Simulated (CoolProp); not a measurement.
The fluid at 523.72 K and 0.0804 MPa is compressed adiabatically to 0.524 MPa with isentropic efficiency 1. The same conditions are run with several fluids, on thermodynamics alone (safety and materials aside).

Values from CoolProp's reference Helmholtz-energy equation of state of each fluid (o-xylene: Zhou 2012; decamethyltetrasiloxane (MD2M): Thol 2017; dry air: Lemmon 2000). Blends and air are pseudo-pure fits.

| fluid | work (kJ/kg) | final temperature (K) | final phase | final density (kg/m³) |
|---|---|---|---|---|
| o-xylene | 76.7 | ___ | gas | ___ |
| decamethyltetrasiloxane (MD2M) | ___ | 550.0 | two-phase, vapour fraction 0.841 | 56.4 |
| dry air | 368 | 866.0 | gas | 2.10 |

Problem. Some entries are withheld; supply them.

Solution. 
- o-xylene, final temperature (K): 565.3
- o-xylene, final density (kg/m³): 12.9
- decamethyltetrasiloxane (MD2M), work (kJ/kg): 23.5
